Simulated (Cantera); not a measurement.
A perfectly stirred reactor is fed with CH4 : H2O = 1 : 1.3 (molar parts), at 9.87 atm; it is held at 1548 K, and followed from long to short residence time.

Model: GRI-Mech 3.0 (53 species, 325 reactions), integrated in Cantera.

Question: What does this change do: temperature 1548 to 1775 K?

Answer: 
```csv
quantity,before,after
x(CH4) at τ = 2.00 s,0.177,0.0302
x(H2O) at τ = 2.00 s,0.328,0.111
x(H2) at τ = 2.00 s,0.373,0.646
x(CO2) at τ = 2.00 s,0.0204,0.00906
x(C2H4) at τ = 2.00 s,0.0140,0.00112
x(CH4) at τ = 16.0 ms,0.327,0.100
x(H2O) at τ = 16.0 ms,0.525,0.352
x(H2) at τ = 16.0 ms,0.108,0.410
x(CO2) at τ = 16.0 ms,0.000206,0.00897
x(C2H4) at τ = 16.0 ms,0.0100,0.00898
```

Question: What does this change do: CH4 1 to 0.26 parts?

Answer: 
```json
[
 {"quantity": "x(CH4) at τ = 2.00 s", "before": "0.177", "after": "0.0578"},
 {"quantity": "x(H2O) at τ = 2.00 s", "before": "0.328", "after": "0.613"},
 {"quantity": "x(H2) at τ = 2.00 s", "before": "0.373", "after": "0.253"},
 {"quantity": "x(CO2) at τ = 2.00 s", "before": "0.0204", "after": "0.0303"},
 {"quantity": "x(C2H4) at τ = 2.00 s", "before": "0.0140", "after": "0.00276"},
 {"quantity": "x(CH4) at τ = 16.0 ms", "before": "0.327", "after": "0.130"},
 {"quantity": "x(H2O) at τ = 16.0 ms", "before": "0.525", "after": "0.805"},
 {"quantity": "x(H2) at τ = 16.0 ms", "before": "0.108", "after": "0.0477"},
 {"quantity": "x(CO2) at τ = 16.0 ms", "before": "0.000206", "after": "0.000546"},
 {"quantity": "x(C2H4) at τ = 16.0 ms", "before": "0.0100", "after": "0.00274"}
]
```

Question: What does this change do: CH4 1 to 9.1 parts?

Answer: 
```tsv
quantity	before	after
x(CH4) at τ = 2.00 s	0.177	0.371
x(H2O) at τ = 2.00 s	0.328	0.0542
x(H2) at τ = 2.00 s	0.373	0.419
x(CO2) at τ = 2.00 s	0.0204	0.00158
x(C2H4) at τ = 2.00 s	0.0140	0.0506
x(CH4) at τ = 16.0 ms	0.327	0.637
x(H2O) at τ = 16.0 ms	0.525	0.111
x(H2) at τ = 16.0 ms	0.108	0.182
x(CO2) at τ = 16.0 ms	0.000206	7.19e-6
x(C2H4) at τ = 16.0 ms	0.0100	0.0243
```
GRI-Mech 3.0 stops at C3 and has no aromatics, soot or wall deposition, so with more carbon than oxygen in the feed, carbon stays in small species such as C2H2 where larger ones or solid carbon would form.
